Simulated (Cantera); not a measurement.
What does this Cantera script print?

```python
import numpy as np
import cantera as ct

gas_names = [...]  # 109 gases of nasa_gas.yaml made of C, Cl, H, Si
cond_names = """
    C(gr) C6H6(L) C7H8(L) C8H18(L),n-octa Si(cr) Si(L) SiC(b)
""".split()


# ... load() reads the species with a 1 bar reference pressure and builds the phases ...
atoms = {
    'SiH2Cl2': {'Si': 1, 'H': 2, 'CL': 2},
    'C2H4': {'C': 2, 'H': 4},
    'H2': {'H': 2},
}
top_T = {'C(gr)': 4500, 'SiC(b)': 3050}  # K; cautious upper limits of use, not melting points


# ... equilibrate(T, P, feed) seeds the gas with the atoms and calls Mixture.equilibrate('TP', solver="vcs", rtol=1e-11, max_steps=5000) ...
results = []
T = 1250  # K
P = 1000  # Pa
for m in [2.6, 4.4, 7.3, 12, 20, 34, 57, 95, 160, 260, 440, 740, 1200]:
    feed = {'SiH2Cl2': 1, 'C2H4': 0.0059, 'H2': m}  # mol
    mix = equilibrate(T, P, feed)
    results.append((T, P, feed, dict(zip(mix.species_names, mix.species_moles))))

top = {s: max(r[3][s] / sum(r[3][g] for g in gas_names) for r in results) for s in gas_names}
cols = sorted((s for s in top if top[s] > 0.0001), key=lambda s: -top[s])[:5]
seen = [c for c in cond_names if any(r[3].get(c, 0) > 1e-12 for r in results)]
print("log10 of partial pressures in bar; condensed amounts in mol")
print(f"{'n(H2)':>10s}" + "".join(f"{s[:9]:>10s}" for s in cols + seen))
for T, P, feed, n in results:
    ng = sum(n[g] for g in gas_names)
    print(f"{feed['H2']:10.4g}" + "".join(f"{np.log10(max(n[s] / ng * P / 1e5, 1e-99)):10.3f}" for s in cols)
          + "".join(f"{n.get(c, 0):10.4g}" for c in seen))
```

Result:

```
log10 of partial pressures in bar; condensed amounts in mol
     n(H2)        H2       HCL     SiCL2     SiCL4     SiCL3    Si(cr)    SiC(b)
       2.6    -2.125    -2.871    -3.215    -3.494    -3.782    0.4767    0.0118
       4.4    -2.094    -2.923    -3.352    -3.767    -3.987    0.5126    0.0118
       7.3    -2.069    -2.995    -3.520    -4.104    -4.239    0.5627    0.0118
        12    -2.049    -3.088    -3.726    -4.516    -4.549    0.6272    0.0118
        20    -2.034    -3.210    -3.986    -5.035    -4.938    0.7038    0.0118
        34    -2.022    -3.365    -4.307    -5.677    -5.419    0.7828   0.01179
        57    -2.014    -3.539    -4.664    -6.391    -5.955    0.8479   0.01179
        95    -2.009    -3.729    -5.049    -7.161    -6.532    0.8963   0.01178
       160    -2.005    -3.935    -5.464    -7.991    -7.155    0.9305   0.01176
       260    -2.003    -4.134    -5.863    -8.790    -7.754    0.9515   0.01174
       440    -2.002    -4.354    -6.306    -9.675    -8.418    0.9661   0.01169
       740    -2.001    -4.575    -6.749   -10.561    -9.082    0.9749   0.01162
      1200    -2.001    -4.783    -7.164   -11.391    -9.705    0.9801    0.0115
```

Equilibrium computed with Cantera from the NASA thermochemical tables; the gas is ideal and each condensed phase is pure. Mutual solubility and eutectic melting of coexisting phases are not modelled. The tables' values for SiCl3 are old estimates; treat these amounts as uncertain.
